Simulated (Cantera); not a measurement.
# Equilibrium for iron carbonyl, mercury and lead vapours: Fe(CO)5 + H2 + N2

Feed: 1 mol Fe(CO)5, 0.48 mol H2, 0.2 mol N2, held at 10.0 Torr.

Equilibrium computed with Cantera from the NASA thermochemical tables; the gas is ideal and each condensed phase is pure. Candidate condensed phases: C, C6H6, C7H8, C8H18, Fe, Fe(CO)5, FeO, Fe(OH)2, Fe(OH)3, Fe2O3, Fe3O4, H2O; 140 gas species. Condensed phases not in the tables: cementite and carbon dissolved in iron. Rates play no part.

| T (°C) | log p CO | log p CO2 | log p H2 | log p N2 | n C(graphite) | n Fe(α) |
|---|---|---|---|---|---|---|
| 575 | -2.02 | -2.69 | -2.91 | -3.26 | 0.779 | 1.00 |
| 625 | -1.96 | -3.15 | -2.94 | -3.31 | 0.297 | 1.00 |
| 675 | -1.94 | -3.64 | -2.95 | -3.32 | 0.102 | 1.00 |
| 725 | -1.93 | -4.10 | -2.95 | -3.33 | 0.0362 | 1.00 |
| 775 | -1.93 | -4.52 | -2.95 | -3.33 | 0.0139 | 1.00 |
| 825 | -1.93 | -4.90 | -2.95 | -3.33 | 0.00583 | 1.00 |
| 875 | -1.93 | -5.25 | -2.95 | -3.33 | 0.00263 | 1.00 |
log p: log10 of the partial pressure in bar; n: condensed amount in mol.

From 575 °C to 875 °C the condensed part is C(graphite) + Fe(α).
